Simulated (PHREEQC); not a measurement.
## Reverse-osmosis permeate: speciation

A made-up water analysis in mg/L, 87 °C, pH 5.79, pe 0.8:

```json
[
 {"constituent": "Na", "mg/L": "1.82"},
 {"constituent": "K", "mg/L": "1.87"},
 {"constituent": "Ca", "mg/L": "0.97"},
 {"constituent": "Mg", "mg/L": "0.0957"},
 {"constituent": "Cl", "mg/L": "1.71"},
 {"constituent": "S(6) as SO4", "mg/L": "5.27"},
 {"constituent": "Alkalinity as HCO3", "mg/L": "1.35"},
 {"constituent": "Sr", "mg/L": "0.00172"},
 {"constituent": "N(-3) as NH4", "mg/L": "0.0645"},
 {"constituent": "Ba", "mg/L": "0.316"}
]
```

Valence states are taken as typed.

All values are PHREEQC results (ion-association model, phreeqc.dat), not measurements.

No solid was allowed to form.

Q: Estimate the charge-balance error.

A: charge-balance error 3.1 %.

Q: In which forms is N present?

A: NH4+ 99 %, NH3 1.2 % of the N.

Complexes and solids missing from the database can't appear. At this temperature some constants are extrapolated from 25 °C, and those without enthalpy data are left unchanged.
